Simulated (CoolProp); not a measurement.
A simple Rankine cycle with tetrahydrofuran: condensing at 288.15 K, boiler at 0.664 MPa, turbine inlet 426.4 K, turbine efficiency 0.85, pump efficiency 0.7, no recuperator. Each further row changes one setting.

Values from CoolProp's reference Helmholtz-energy equation of state, Fiedler 2023.

```json
[
 {"case": "as stated", "thermal efficiency (%)": "21.3", "net work (kJ/kg)": "132", "heat in (kJ/kg)": "618", "turbine exit temperature (K)": "318.9", "volume ratio over the turbine": "40.0"},
 {"case": "turbine inlet 446.4 K", "thermal efficiency (%)": "21.5", "net work (kJ/kg)": "140", "heat in (kJ/kg)": "652", "turbine exit temperature (K)": "340.2", "volume ratio over the turbine": "40.2"},
 {"case": "condensing temperature 280.15 K", "thermal efficiency (%)": "22.6", "net work (kJ/kg)": "143", "heat in (kJ/kg)": "631", "turbine exit temperature (K)": "308.8", "volume ratio over the turbine": "57.5"},
 {"case": "boiler pressure 0.465 MPa", "thermal efficiency (%)": "19.8", "net work (kJ/kg)": "123", "heat in (kJ/kg)": "623", "turbine exit temperature (K)": "330.3", "volume ratio over the turbine": "28.1"},
 {"case": "turbine efficiency 0.75", "thermal efficiency (%)": "18.8", "net work (kJ/kg)": "116", "heat in (kJ/kg)": "618", "turbine exit temperature (K)": "332.1", "volume ratio over the turbine": "41.7"}
]
```
